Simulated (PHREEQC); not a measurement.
Make-up at 20 °C: 0.00075 mol CaSO4, 0.012 mol Na2HPO4 and 0.77 mol KCl per kg of water. Closed to the air; pH follows from the charge balance.

All values are PHREEQC results (ion-association model, wateq4f.dat), not measurements.

Precipitation was switched off in this run.

Problem. Order these S species by the share of S that they hold, largest first: CaSO4, KSO4-, NaSO4-, SO4-2.

Solution. SO4-2 (55 %), KSO4- (43 %), NaSO4- (1.2 %), CaSO4 (0.20 %)

Problem. Order these Ca species by the share of Ca that they hold, largest first: CaSO4, CaPO4-, Ca+2, CaHPO4.

Solution. Ca+2 (71 %), CaPO4- (16 %), CaHPO4 (13 %), CaSO4 (0.20 %)

The pH is 8.51 and the ionic strength 0.802 mol/kgw. Saturation is exceeded, for instance for Hydroxyapatite; the values hold only as long as no solid forms. Ionic strength above about 0.7 mol/kgw puts this run outside the model's range. Species that the database lacks are ignored. H3PO4, which wateq4f.dat lacks, is added to it with the constant of phreeqc.dat.
